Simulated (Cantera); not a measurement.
A freely propagating, adiabatic, planar premixed flame of CH4 : C2H6 : O2 : N2 = 1 : 0.059 : 1.7 : 7.13 (molar parts), equivalence ratio 1.3, unburnt at 648 K and 101000 Pa; mixture-averaged transport, grid criteria slope 0.08 and curve 0.16, no radiation.

Cantera simulation using GRI-Mech 3.0 (53 species, 325 reactions); the numbers are that mechanism's predictions, not measurements. Burning velocities carry a grid error of a few per cent, more on coarse grids.

How do the results move with these cheaper or finer settings: unity-Lewis-number transport; multicomponent transport; multicomponent+Soret transport; grid criteria slope 0.5, curve 1; grid criteria slope 0.25, curve 0.5; grid criteria slope 0.03, curve 0.06?


```
setting                               laminar burning velocity  thermal thickness  peak x(O)  peak x(H2O2)  grid points
------------------------------------  ------------------------  -----------------  ---------  ------------  -----------
as above                                              101 cm/s           0.395 mm   0.000866       1.34e-5          148
unity-Lewis-number transport                         63.4 cm/s           0.524 mm    0.00115       4.63e-6          136
multicomponent transport                              101 cm/s           0.401 mm   0.000863       1.32e-5          148
multicomponent+Soret transport                        101 cm/s           0.396 mm   0.000916       1.35e-5          149
grid criteria slope 0.5, curve 1                      116 cm/s           0.430 mm    0.00101       1.46e-5           38
grid criteria slope 0.25, curve 0.5                   106 cm/s           0.406 mm   0.000914       1.37e-5           58
grid criteria slope 0.03, curve 0.06                 99.4 cm/s           0.393 mm   0.000855       1.33e-5          351
```
The base run took about 6 core-seconds (a rough figure).
Unity Lewis numbers drop preferential diffusion, which matters most where H2 and H carry the flame; Soret adds thermal diffusion.
